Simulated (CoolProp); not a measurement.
Vapour-liquid equilibrium of dimethyl ether (1) + chloromethane (R40) (2) at 2 bar; x and y are mole fractions of (1).

Computed with CoolProp (multi-fluid Helmholtz-energy mixture model, Wu 2011 and Thol 2014; pair parameters Bell 2016).

### Question
Give the bubble temperature and the first vapour's composition at x = 0.125, 0.65, 0.8. Is there an azeotrope?

### Answer
x = 0.125: 266.6 K, y = 0.111; x = 0.65: 266.9 K, y = 0.671; x = 0.8: 266.4 K, y = 0.825. y crosses x between x = 0.425 and 0.5: the model has an azeotrope there.

The pair parameters rest on a limited set of measurements; away from them the model extrapolates.
